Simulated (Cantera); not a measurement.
# Ammonia decomposition in nitride growth gas

A perfectly stirred reactor is fed with NH3 : H2 = 1 : 14 (molar parts), at 0.987 atm; it is held at 2125 K, and followed from long to short residence time.

Cantera simulation using the gas-phase N/H chemistry of the illustrative SiF4/NH3 mechanism in the Surface Chemkin manual (1991); the numbers are that mechanism's predictions, not measurements. Walls and surfaces, which speed up NH3 decomposition in real reactors, are not modelled.

| τ (s) | x NH3 | x H2 | x N2H4 | x H | x N2H2 | x NH | x N |
|---|---|---|---|---|---|---|---|
| 0.47 | 0.00376 | 0.963 | 2.75e-10 | 0.00333 | 9.36e-9 | 3.75e-6 | 9.37e-7 |
| 0.29 | 0.00503 | 0.963 | 4.56e-10 | 0.00320 | 1.51e-8 | 4.65e-6 | 1.12e-6 |
| 0.18 | 0.00684 | 0.962 | 7.60e-10 | 0.00304 | 2.43e-8 | 5.69e-6 | 1.30e-6 |
| 0.11 | 0.00956 | 0.961 | 1.29e-9 | 0.00282 | 3.91e-8 | 6.90e-6 | 1.46e-6 |
| 0.067 | 0.0135 | 0.959 | 2.17e-9 | 0.00259 | 6.20e-8 | 8.21e-6 | 1.60e-6 |
| 0.041 | 0.0189 | 0.956 | 3.54e-9 | 0.00235 | 9.43e-8 | 9.53e-6 | 1.69e-6 |
| 0.025 | 0.0258 | 0.953 | 5.49e-9 | 0.00214 | 1.37e-7 | 1.08e-5 | 1.74e-6 |
| 0.016 | 0.0329 | 0.949 | 7.67e-9 | 0.00198 | 1.81e-7 | 1.18e-5 | 1.77e-6 |
| 0.0096 | 0.0411 | 0.945 | 1.04e-8 | 0.00183 | 2.33e-7 | 1.28e-5 | 1.77e-6 |
| 0.0059 | 0.0483 | 0.941 | 1.28e-8 | 0.00172 | 2.76e-7 | 1.34e-5 | 1.75e-6 |
x: mole fraction; the columns are a selection and need not sum to one.
